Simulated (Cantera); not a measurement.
Input: 1 mol SiH₂Cl₂, 0.081 mol O₃, 6 mol NO, at 1.33 mbar.

Method: chemical equilibrium by Gibbs-energy minimisation in Cantera with the NASA 1993 tables (ideal gas, pure condensed phases). Candidate condensed phases: H₂O, NH₄Cl, Si, SiO₂, Si₂N₂O, Si₃N₄; 47 gas species. The tables hold silica as quartz up to 1696 K and as liquid above; real silica turns to tridymite and cristobalite and melts near 1996 K. Rates play no part. All values below are at 1173 K.

Base state: N₂ 0.422, O₂ 0.291, HCl 0.252, H₂O 0.0148, Cl₂ 0.00998, Cl 0.00969, NO 0.000137 (mole fractions); condensed: SiO₂(β-quartz).

Question: What changes in the equilibrium state with this change: SiH₂Cl₂ replaced by Si₂H₆?

Answer: 
| species | before | after |
|---|---|---|
| N₂ | 0.422 | 0.500 |
| H₂O | 0.0148 | 0.374 |
| H₂ | 5.38e-9 | 0.126 |
| O₂ | 0.291 | <1e-9 |
| HCl | 0.252 | 0 |
| Cl₂ | 0.00998 | 0 |
| Cl | 0.00969 | 0 |
| NO | 0.000137 | <1e-9 |
| SiO₂(β-quartz), mol | 1.00 | 2.00 |
The feed counts by its element totals alone.
